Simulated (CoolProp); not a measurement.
Vapour-liquid equilibrium of ethylene (1) + ethane (2) at 223 kPa; x and y are mole fractions of (1).

Values from CoolProp's multi-fluid Helmholtz-energy mixture model, Smukala 2000 and Bücker 2006; pair parameters Bell 2016.

```csv
x,"bubble temperature, mixture model (K)","bubble temperature, Raoult's law (K)","y, mixture model","y, Raoult's law"
0.05,199.1,199.4,(withheld),0.100
0.15,196.6,197.2,0.281,0.273
0.25,(withheld),195.2,0.417,0.417
0.35,192.7,193.3,0.529,0.538
0.45,191.1,191.6,0.626,0.641
0.55,(withheld),190.0,0.711,0.728
0.65,188.3,188.5,0.787,0.804
0.75,187.0,187.1,0.856,0.870
0.85,185.8,185.8,(withheld),0.927
0.95,184.6,184.6,0.974,0.977
```

Problem. What belongs in the gaps?

Solution. 
- 0.05, y, mixture model: 0.108
- 0.25, bubble temperature, mixture model (K): 194.5
- 0.55, bubble temperature, mixture model (K): 189.6
- 0.85, y, mixture model: 0.919

The largest gap from Raoult's law is -0.7 K in bubble temperature, at x = 0.25. No azeotrope shows between x = 0.05 and 0.95.

Pair parameters are fitted to limited data, so mixtures are less certain than the pure fluids.
